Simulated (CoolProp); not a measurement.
Vapour-liquid equilibrium of n-hexane (1) + o-xylene (2) at 1.41 bar; x and y are mole fractions of (1).

The numbers come from the multi-fluid Helmholtz-energy mixture model, Thol 2019 and Zhou 2012; pair parameters Bell 2016 in CoolProp.

Give the bubble temperature and the first vapour's composition at x = 0.35, 0.45, 0.55. Is there an azeotrope?

x = 0.35: 382.6 K, y = 0.817; x = 0.45: 375.7 K, y = 0.873; x = 0.55: 370.2 K, y = 0.911. No azeotrope shows between x = 0.05 and 0.95.

The pair parameters rest on a limited set of measurements; away from them the model extrapolates.
